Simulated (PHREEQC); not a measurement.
**Leach liquor: an equilibrium model**

Make-up at 10 °C: 0.055 mol H2SO4, 0.0053 mol MnSO4 and 0.0023 mol Na2SO4 per kg of water. Closed to the air; pH follows from the charge balance.

Computed with PHREEQC (ion-association model, phreeqc.dat).

Each row changes one thing in this solution. Precipitation was switched off in this run.

```
case                                                    pH  ionic strength (mol/kgw)  HSO4- (mol/kgw)  SO4-2 (mol/kgw)  Na+ (mol/kgw)  Mn+2 (mol/kgw)
----------------------------------------------  ----------  ------------------------  ---------------  ---------------  -------------  --------------
as made                                               1.24                     0.106           0.0404           0.0205        0.00445         0.00380
H2SO4 from 0.055 to 0.275 mol/kgw                     0.61                     0.370            0.239           0.0425        0.00439         0.00395
diluted 10-fold with water                      (withheld)                    0.0153          0.00181          0.00435       0.000454        0.000433
Na2SO4 from 0.0023 to 0.0115 mol/kgw            (withheld)                     0.124           0.0443           0.0250         0.0221         0.00369
H2SO4 replaced by NH4HSO4 at the same molality        1.60                     0.124       (withheld)           0.0298        0.00439         0.00349
```

Problem. What belongs in the gaps?

Solution. 
- diluted 10-fold with water, pH: 2.08
- Na2SO4 from 0.0023 to 0.0115 mol/kgw, pH: 1.27
- H2SO4 replaced by NH4HSO4 at the same molality, HSO4- (mol/kgw): 0.0245

Species that the database lacks are ignored. At this temperature some constants are extrapolated from 25 °C, and those without enthalpy data are left unchanged.
